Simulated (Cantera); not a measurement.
# Diamond growth

A diamond (100) surface in a fixed gas of H2 with x(CH4) = 0.025, x(H) = 0.0036, x(CH3) = 3.3e-05, at 1050 K; coverages are run to steady state.

Detailed kinetics in Cantera: the Harris–Goodwin 1993 mechanism for the reconstructed diamond (100) surface.

```tsv
P (Pa)	growth (µm/h)	θ c6HH	θ c6H*	θ c6*H	θ c6**	θ c6HM
1000	0.118	0.552	0.0228	0.408	0.0133	0.00217
1700	0.245	0.552	0.0228	0.408	0.0132	0.00268
2800	0.462	0.552	0.0228	0.408	0.0132	0.00308
4600	0.832	0.551	0.0228	0.408	0.0132	0.00339
7500	1.44	0.551	0.0228	0.407	0.0132	0.00361
12000	2.40	0.551	0.0228	0.407	0.0132	0.00376
20000	4.10	0.551	0.0229	0.407	0.0132	0.00386
33000	6.88	0.551	0.0230	0.407	0.0133	0.00393
```
θ: site fractions in the mechanism's names (c6HH fully hydrogenated, c6H* and c6*H radical sites, c6** diradical, c6HM methylated).
